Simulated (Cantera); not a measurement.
Feed: 1 mol B₂O₃, 1.5 mol N₂, at 0.135 Torr.

These are equilibrium values from Cantera (NASA tables, ideal gas, pure condensed phases), not measurements of a reactor. Candidate condensed phases: B, BN, B₂O₃; 17 gas species. The numbers say what is thermodynamically allowed, not how fast it happens.

### Question
Which condensed phases are stable at each of these points (T (K)): 1198, 1398, 1598, 1798, 1998, 2198, 2398?

### Answer
```
T (K)  condensed phases  B condensed (%)
-----  ----------------  ---------------
1198            B₂O₃(l)            100.0
1398            B₂O₃(l)             98.1
1598           gas only              0.0
1798           gas only              0.0
1998           gas only              0.0
2198           gas only              0.0
2398           gas only              0.0
```

From 1198 K to 1398 K the condensed part is B₂O₃(l). From 1598 K to 2398 K nothing is condensed.
